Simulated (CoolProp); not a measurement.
Vapour-liquid equilibrium of m-xylene (1) + n-nonane (2) at 467 kPa; x and y are mole fractions of (1).

Computed with CoolProp (multi-fluid Helmholtz-energy mixture model, Zhou 2012 and Lemmon 2006; pair parameters Bell 2016).

```tsv
x	bubble temperature, mixture model (K)	bubble temperature, Raoult's law (K)	y, mixture model	y, Raoult's law
0.05	491.4	492.1	?	0.063
0.2	?	490.0	0.256	0.241
0.35	484.9	488.0	?	0.406
0.5	482.8	486.0	?	0.560
0.65	481.3	484.2	0.683	0.703
0.8	?	482.3	0.812	0.836
0.95	?	480.6	0.950	0.960
```

Question: Complete the blanks.

Answer: 
- 0.05, y, mixture model: 0.070
- 0.2, bubble temperature, mixture model (K): 487.7
- 0.35, y, mixture model: 0.413
- 0.5, y, mixture model: 0.553
- 0.8, bubble temperature, mixture model (K): 480.3
- 0.95, bubble temperature, mixture model (K): 480.0

The largest gap from Raoult's law is -3.2 K in bubble temperature, at x = 0.5. No azeotrope shows between x = 0.05 and 0.95.

The pair parameters rest on a limited set of measurements; away from them the model extrapolates.
